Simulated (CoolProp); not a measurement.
Properties of dodecamethylpentasiloxane (MD3M) along the isotherm 398.4 K (Tc = 628.0 K, pc = 9.540 bar, ω = 0.730).

Values from CoolProp's reference Helmholtz-energy equation of state, Thol 2019.

```csv
p (bar),phase,Z,cp (kJ/(kg K)),cv (kJ/(kg K)),speed of sound (m/s)
0.894,liquid,0.01346,1.932,1.677,650.0
1.79,liquid,0.02694,1.932,1.677,651.1
2.68,liquid,0.04033,1.932,1.677,652.2
3.58,liquid,0.05385,1.931,1.677,653.3
4.47,liquid,0.06722,1.931,1.677,654.4
5.37,liquid,[?],1.931,1.677,655.5
6.26,liquid,0.09408,1.931,1.677,656.6
7.15,liquid,0.1074,1.930,1.677,657.7
8.05,liquid,[?],1.930,1.677,658.7
8.94,liquid,0.1342,1.930,1.677,659.8
9.84,liquid,0.1477,1.930,1.677,660.9
10.7,liquid,0.1606,1.930,1.677,661.9
11.6,liquid,0.1740,1.929,1.677,663.0
12.5,liquid,0.1875,1.929,1.678,664.1
13.4,liquid,0.2009,1.929,1.678,665.1
14.3,liquid,[?],1.929,1.678,666.2
```

Problem. Some entries are withheld; supply them.

Solution. 
- 5.37, Z: 0.08073
- 8.05, Z: 0.1209
- 14.3, Z: 0.2143
